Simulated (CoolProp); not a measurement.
Vapour-liquid equilibrium of neopentane (1) + n-pentane (2) at 453 kPa; x and y are mole fractions of (1).

Computed with CoolProp (multi-fluid Helmholtz-energy mixture model, Lemmon 2006 and Thol 2019; pair parameters Bell 2016).

Problem. Give the bubble temperature and the first vapour's composition at x = 0.2, 0.35, 0.5. Is there an azeotrope?

Solution. x = 0.2: 354.3 K, y = 0.313; x = 0.35: 349.4 K, y = 0.499; x = 0.5: 344.9 K, y = 0.651. No azeotrope shows between x = 0.05 and 0.95.

Pair parameters are fitted to limited data, so mixtures are less certain than the pure fluids.
